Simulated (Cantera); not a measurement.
# Moist CO burnout

An isothermal, constant-pressure homogeneous reactor starts with 0.610 % CO, 12.2 % O2, 0.0627 % H2O, 87.1 % N2, at 1000 K and 0.880 bar.

Cantera simulation using GRI-Mech 3.0 (53 species, 325 reactions); the numbers are that mechanism's predictions, not measurements.

```json
[
 {"t (s)": "2.00e-5", "x CO": "0.00610", "x O2": "0.122", "x H2O": "0.000627", "x H": "<1e-12", "x H2": "<1e-12"},
 {"t (s)": "4.55e-5", "x CO": "0.00610", "x O2": "0.122", "x H2O": "0.000627", "x H": "<1e-12", "x H2": "<1e-12"},
 {"t (s)": "0.000104", "x CO": "0.00610", "x O2": "0.122", "x H2O": "0.000627", "x H": "<1e-12", "x H2": "<1e-12"},
 {"t (s)": "0.000236", "x CO": "0.00610", "x O2": "0.122", "x H2O": "0.000627", "x H": "<1e-12", "x H2": "<1e-12"},
 {"t (s)": "0.000537", "x CO": "0.00610", "x O2": "0.122", "x H2O": "0.000627", "x H": "<1e-12", "x H2": "<1e-12"},
 {"t (s)": "0.00122", "x CO": "0.00610", "x O2": "0.122", "x H2O": "0.000627", "x H": "<1e-12", "x H2": "<1e-12"},
 {"t (s)": "0.00278", "x CO": "0.00610", "x O2": "0.122", "x H2O": "0.000627", "x H": "1.07e-12", "x H2": "<1e-12"},
 {"t (s)": "0.00632", "x CO": "0.00610", "x O2": "0.122", "x H2O": "0.000627", "x H": "2.49e-12", "x H2": "<1e-12"},
 {"t (s)": "0.0144", "x CO": "0.00610", "x O2": "0.122", "x H2O": "0.000627", "x H": "5.81e-12", "x H2": "<1e-12"},
 {"t (s)": "0.0328", "x CO": "0.00610", "x O2": "0.122", "x H2O": "0.000627", "x H": "1.54e-11", "x H2": "4.70e-12"},
 {"t (s)": "0.0746", "x CO": "0.00610", "x O2": "0.122", "x H2O": "0.000627", "x H": "6.17e-11", "x H2": "4.23e-11"},
 {"t (s)": "0.170", "x CO": "0.00609", "x O2": "0.122", "x H2O": "0.000627", "x H": "8.21e-10", "x H2": "2.29e-9"},
 {"t (s)": "0.386", "x CO": "0.00593", "x O2": "0.122", "x H2O": "0.000626", "x H": "6.90e-9", "x H2": "2.87e-7"},
 {"t (s)": "0.879", "x CO": "0.00540", "x O2": "0.122", "x H2O": "0.000626", "x H": "6.85e-9", "x H2": "7.33e-7"},
 {"t (s)": "2.00", "x CO": "0.00433", "x O2": "0.121", "x H2O": "0.000626", "x H": "5.71e-9", "x H2": "7.05e-7"}
]
```
x: mole fraction; the columns are a selection and need not sum to one.

Equilibrium at this temperature and pressure: CO 1.16e-12, O2 0.119, H2O 0.000629, H <1e-12, H2 <1e-12 (gas phase only).
